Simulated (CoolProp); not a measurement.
Vapour-liquid equilibrium of acetone (1) + cyclohexane (2) at 337.9 K; x and y are mole fractions of (1).

Computed with CoolProp (multi-fluid Helmholtz-energy mixture model, Lemmon 2006 and Zhou 2014; pair parameters Bell 2016).

**Question.** Give the bubble pressure and the first vapour's composition at x = 0.05, 0.35, 0.8. Is there an azeotrope?

**Answer.** x = 0.05: 0.08659 MPa, y = 0.318; x = 0.35: 0.1357 MPa, y = 0.627; x = 0.8: 0.1453 MPa, y = 0.783. y crosses x between x = 0.65 and 0.8: the model has an azeotrope there.

Pair parameters are fitted to limited data, so mixtures are less certain than the pure fluids. With so large a gap from Raoult's law the liquid may split in two, which this calculation doesn't test in full.
